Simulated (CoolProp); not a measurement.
Vapour pressure (MPa) of CH3F (R41): the reference equation beside estimates from Tc = 317.3 K, pc = 5.906 MPa, ω = 0.200.

Values from CoolProp's reference Helmholtz-energy equation of state, Lemmon 2006. It is a short technical equation, of lower accuracy than the large ones.

| T (K) | reference | van der Waals | Soave-Redlich-Kwong |
|---|---|---|---|
| 203.3 | 0.1584 | 0.7422 | 0.1547 |
| 206.8 | 0.1882 | 0.8143 | 0.1847 |
| 210.4 | 0.2231 | 0.8932 | 0.2201 |
| 213.9 | 0.2617 | 0.9746 | 0.2593 |
| 217.5 | 0.3066 | 1.063 | 0.3050 |
| 221.1 | 0.3573 | 1.157 | 0.3567 |
| 224.6 | 0.4124 | 1.253 | 0.4132 |
| 228.2 | 0.4756 | 1.358 | 0.4781 |
| 231.7 | 0.5440 | 1.464 | 0.5484 |
| 235.3 | 0.6217 | 1.579 | 0.6285 |
| 238.9 | 0.7076 | 1.700 | 0.7172 |
| 242.4 | 0.7995 | 1.823 | 0.8121 |
| 246 | 0.9030 | 1.956 | 0.9191 |
| 249.5 | 1.013 | 2.090 | 1.033 |
| 253.1 | 1.136 | 2.234 | 1.161 |

Absolute difference from the reference over all 15 rows, mean and median: van der Waals 203.0 and 185.5 %, Soave-Redlich-Kwong 1.2 and 1.3 %.
